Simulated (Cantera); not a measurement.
A diamond (100) surface in a fixed gas of H2 with x(CH4) = 0.013, x(CH3) = 0.00049, at 925 K, 0.0128 atm; coverages are run to steady state.

Detailed kinetics in Cantera: the Harris–Goodwin 1993 mechanism for the reconstructed diamond (100) surface.

θ: site fractions in the mechanism's names (c6HH fully hydrogenated, c6H* and c6*H radical sites, c6** diradical, c6HM methylated).

```json
[
 {"x(H)": "0.0001", "growth (µm/h)": "0.315", "θ c6HH": "0.247", "θ c6H*": "0.00410", "θ c6*H": "0.106", "θ c6**": "0.000704", "θ c6HM": "0.505"},
 {"x(H)": "0.00021", "growth (µm/h)": "0.578", "θ c6HH": "0.300", "θ c6H*": "0.00519", "θ c6*H": "0.133", "θ c6**": "0.00132", "θ c6HM": "0.440"},
 {"x(H)": "0.00043", "growth (µm/h)": "0.939", "θ c6HH": "0.375", "θ c6H*": "0.00666", "θ c6*H": "0.171", "θ c6**": "0.00217", "θ c6HM": "0.349"},
 {"x(H)": "0.00089", "growth (µm/h)": "1.36", "θ c6HH": "0.463", "θ c6H*": "0.00835", "θ c6*H": "0.215", "θ c6**": "0.00317", "θ c6HM": "0.244"},
 {"x(H)": "0.0018", "growth (µm/h)": "[?]", "θ c6HH": "[?]", "θ c6H*": "[?]", "θ c6*H": "[?]", "θ c6**": "[?]", "θ c6HM": "[?]"},
 {"x(H)": "0.0038", "growth (µm/h)": "1.99", "θ c6HH": "0.597", "θ c6H*": "0.0109", "θ c6*H": "0.281", "θ c6**": "0.00469", "θ c6HM": "0.0837"},
 {"x(H)": "0.0079", "growth (µm/h)": "2.15", "θ c6HH": "0.631", "θ c6H*": "0.0116", "θ c6*H": "0.297", "θ c6**": "0.00508", "θ c6HM": "0.0435"},
 {"x(H)": "0.016", "growth (µm/h)": "2.23", "θ c6HH": "0.649", "θ c6H*": "0.0119", "θ c6*H": "0.306", "θ c6**": "0.00528", "θ c6HM": "[?]"},
 {"x(H)": "0.034", "growth (µm/h)": "2.28", "θ c6HH": "0.658", "θ c6H*": "0.0121", "θ c6*H": "0.310", "θ c6**": "0.00540", "θ c6HM": "0.0107"}
]
```

Task: Fill in the missing entries.

Result: 
- 0.0018, growth (µm/h): 1.72
- 0.0018, θ c6HH: 0.540
- 0.0018, θ c6H*: 0.00981
- 0.0018, θ c6*H: 0.252
- 0.0018, θ c6**: 0.00404
- 0.0018, θ c6HM: 0.153
- 0.016, θ c6HM: 0.0223
